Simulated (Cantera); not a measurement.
**Formation from one mole of N2**

Source: NASA polynomial tables (part measured, part estimated), evaluated in Cantera. Values are per mole of reaction as written; species without (g) are pure solids or liquids, kept so even where they would boil at 1 bar.

4 Cr + N2(g) → 2 Cr2N

```csv
T (K),ΔH° (kJ),ΔS° (J/K),ΔG° (kJ),log10 K
300,-251.0,-156.2,-204.2,35.55
850,-241.3,-138.6,-123.5,7.59
950,-239.2,-136.2,-109.8,6.04
1050,-237.1,-134.2,-96.3,4.79
1150,-235.2,-132.4,-82.9,3.77
1250,-233.4,-130.9,-69.8,2.92
1350,-231.9,-129.8,-56.7,2.20
1450,-230.7,-128.9,-43.8,1.58
1550,-229.8,-128.3,-31.0,1.04
1650,-229.2,-127.9,-18.2,0.57
1750,-229.0,-127.8,-5.4,0.16
1850,-229.2,-127.9,7.4,-0.21
```

3 H2(g) + N2(g) → 2 NH3(g)

| T (K) | ΔH° (kJ) | ΔS° (J/K) | ΔG° (kJ) | log10 K |
|---|---|---|---|---|
| 300 | -92.0 | -198.4 | -32.4 | 5.65 |
| 850 | -108.2 | -231.9 | 88.9 | -5.46 |
| 950 | -109.7 | -233.5 | 112.2 | -6.17 |
| 1050 | -110.8 | -234.6 | 135.6 | -6.74 |
| 1150 | -111.6 | -235.4 | 159.1 | -7.23 |
| 1250 | -112.2 | -235.9 | 182.7 | -7.63 |
| 1350 | -112.5 | -236.1 | 206.3 | -7.98 |
| 1450 | -112.7 | -236.3 | 229.9 | -8.28 |
| 1550 | -112.8 | -236.3 | 253.5 | -8.54 |
| 1650 | -112.6 | -236.2 | 277.1 | -8.77 |
| 1750 | -112.4 | -236.1 | 300.7 | -8.98 |
| 1850 | -112.0 | -235.9 | 324.3 | -9.16 |
